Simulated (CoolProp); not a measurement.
n-heptane at several states: Z from the reference equation and from simpler models built on Tc = 541.2 K, pc = 2.774 MPa, ω = 0.349; each cubic takes its own stable root.

The numbers come from the reference Helmholtz-energy equation of state, Span 2003 in CoolProp. It is a short technical equation, of lower accuracy than the large ones.

| T (K) | p (MPa) | phase | reference |
|---|---|---|---|
| 329.3 | 2 | liquid | 0.1117 |
| 458.3 | 0.0128 | gas | 0.9971 |
| 198.3 | 0.042 | liquid | 0.003347 |
| 433.9 | 3.36 | liquid | 0.1672 |

How far does each simpler model (van der Waals, Redlich-Kwong, Peng-Robinson) lie from the reference over these 4 states: mean and median of the absolute difference, and the worst?


- van der Waals: mean 53.0 %, median 68.0 %, worst +76.2 % at 198.3 K and 0.042 MPa
- Redlich-Kwong: mean 13.4 %, median 17.4 %, worst +18.9 % at 433.9 K and 3.36 MPa
- Peng-Robinson: mean 1.2 %, median 0.4 %, worst +3.7 % at 198.3 K and 0.042 MPa
